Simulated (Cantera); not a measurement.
A Cantera script and what it prints.

```python
import numpy as np
import cantera as ct

gas_names = """
    CL CL2 H HCL H2 Si SiCL SiCL2 SiCL3 SiCL4 SiH SiHCL3 SiH2 SiH2CL2 SiH3 SiH3CL SiH4 Si2 Si3
""".split()
cond_names = """
    Si(cr) Si(L)
""".split()


# ... load() reads the species with a 1 bar reference pressure and builds the phases ...
atoms = {
    'SiH2Cl2': {'Si': 1, 'H': 2, 'CL': 2},
    'HCl': {'H': 1, 'CL': 1},
    'H2': {'H': 2},
}
top_T = {}  # K; cautious upper limits of use, not melting points


# ... equilibrate(T, P, feed) seeds the gas with the atoms and calls Mixture.equilibrate('TP', solver="vcs", rtol=1e-11, max_steps=5000) ...
results = []
feed = {'SiH2Cl2': 1, 'HCl': 1.4, 'H2': 170}  # mol
T = 825  # K
P = 71000  # Pa
mix = equilibrate(T, P, feed)
results.append((T, P, feed, dict(zip(mix.species_names, mix.species_moles))))
print(gas.report(threshold=0.0001))
for i in range(1, mix.n_phases):
    print(f"{mix.phase(i).name:16s} {mix.phase_moles(i):12.5e} mol")
```

Output:

```
       temperature   825 K
          pressure   71000 Pa
           density   0.029682 kg/m^3
  mean mol. weight   2.8677 kg/kmol
   phase of matter   gas

                          1 kg             1 kmol
                     ---------------   ---------------
          enthalpy        4.3354e+06        1.2433e+07  J
   internal energy        1.9434e+06        5.5731e+06  J
           entropy             57605        1.6519e+05  J/K
    Gibbs function       -4.3189e+07       -1.2385e+08  J
 heat capacity c_p             10499             30106  J/K
 heat capacity c_v            7599.2             21792  J/K

                      mass frac. Y      mole frac. X     chem. pot. / RT
                     ---------------   ---------------   ---------------
               HCL          0.010474        0.00082388           -44.716
                H2           0.69841           0.99345           -17.398
             SiCL4           0.12634         0.0021327           -147.36
            SiHCL3           0.15018         0.0031797           -120.04
           SiH2CL2          0.014093        0.00040015           -92.722
     [  +14 minor]        0.00050199         1.698e-05

Si(cr)            1.21598e-02 mol
```

These are equilibrium values from Cantera (NASA tables, ideal gas, pure condensed phases), not measurements of a reactor.
